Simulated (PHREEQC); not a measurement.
Solution (4.2 °C): 0.0019 mol/kgw CdCl2, 0.019 mol/kgw MgSO4 and 0.024 mol/kgw HCl. Closed to the air; pH follows from the charge balance.

Model: ion-association model, phreeqc.dat, run in PHREEQC.

| quantity | before | after |
|---|---|---|
| pH | 1.80 | 2.41 |
| ionic strength (mol/kgw) | 0.0779 | 0.0180 |
| SO4-2 (mol/kgw) | 0.00982 | 0.00280 |
| Cd+2 (mol/kgw) | 0.000759 | 0.000244 |

What was changed between the two runs?
(A) diluted 2-fold with water
(B) diluted 5-fold with water
(C) MgSO4 replaced by CuSO4 at the same molality
(D) HCl from 0.024 to 0.0048 mol/kgw
(E) diluted 10-fold with water

B, diluted 5-fold with water

Precipitation was switched off in this run. Away from 25 °C the constants follow the database's enthalpies or fits; those with neither stay at their 25 °C values.
